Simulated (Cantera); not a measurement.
Feed: 1 mol acetone, 0.12 mol CO₂, equilibrated at 55.0 mbar.

Method: chemical equilibrium by Gibbs-energy minimisation in Cantera with the NASA 1993 tables (ideal gas, pure condensed phases). Candidate condensed phases: C, C₆H₆, C₇H₈, C₈H₁₈, H₂O; 110 gas species. The feed counts by its element totals alone. The numbers say what is thermodynamically allowed, not how fast it happens.

Q: At 2298 K, list the 4 most abundant gas species with their mole fractions, and the condensed phases.

A: H₂ 0.676, CO 0.288, H 0.0336, C₂H₂ (acetylene) 0.00289. Condensed: C(graphite).
